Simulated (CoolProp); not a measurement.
Vapour-liquid equilibrium of C2F6 (R116) (1) + R134a (2) at -10.15 °C; x and y are mole fractions of (1).

Model: multi-fluid Helmholtz-energy mixture model, Lemmon 2006 and Tillner-Roth 1994; pair parameters Bell 2016, in CoolProp.

Give the bubble pressure and the first vapour's composition at x = 0.2, 0.5, 0.65. Is there an azeotrope?

x = 0.2: 0.7422 MPa, y = 0.737; x = 0.5: 1.062 MPa, y = 0.835; x = 0.65: 1.155 MPa, y = 0.863. No azeotrope shows between x = 0.05 and 0.95.

The pair parameters rest on a limited set of measurements; away from them the model extrapolates. With so large a gap from Raoult's law the liquid may split in two, which this calculation doesn't test in full.
